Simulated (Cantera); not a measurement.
A perfectly stirred reactor is fed with N₂O : N₂ = 1 : 0.62 (molar parts), at 1330 Pa; it is held at 1250 K, and followed from long to short residence time.

Computed with Cantera and GRI-Mech 3.0 (53 species, 325 reactions). GRI-Mech 3.0 was tuned for natural gas; its chemistry of N2O as a main component is partial and can be far from experiment. Radical loss at walls, strong at low pressure, is not modelled. The mechanism lacks the step 2 NO + O2 → 2 NO2, which can matter for NO2 below about 1400 K. The temperature is held fixed by assumption; the heat of reaction is taken as removed at once.

Task: What does this change do: pressure from 1330 Pa to 2670 Pa?

Result: 
| quantity | before | after |
|---|---|---|
| x(N₂O) at τ = 3.80 s | 0.560 | 0.513 |
| x(NO) at τ = 3.80 s | 0.00548 | 0.0100 |
| x(O) at τ = 3.80 s | 3.86e-6 | 3.85e-6 |
| x(NO₂) at τ = 3.80 s | 7.08e-7 | 2.72e-6 |
| x(O₂) at τ = 3.80 s | 0.0190 | 0.0348 |
| x(N₂O) at τ = 13.0 ms | 0.617 | 0.617 |
| x(NO) at τ = 13.0 ms | 1.97e-5 | 4.03e-5 |
| x(O) at τ = 13.0 ms | 3.69e-6 | 3.77e-6 |
| x(NO₂) at τ = 13.0 ms | 6.90e-11 | 5.61e-10 |
| x(O₂) at τ = 13.0 ms | 6.84e-5 | 0.000140 |
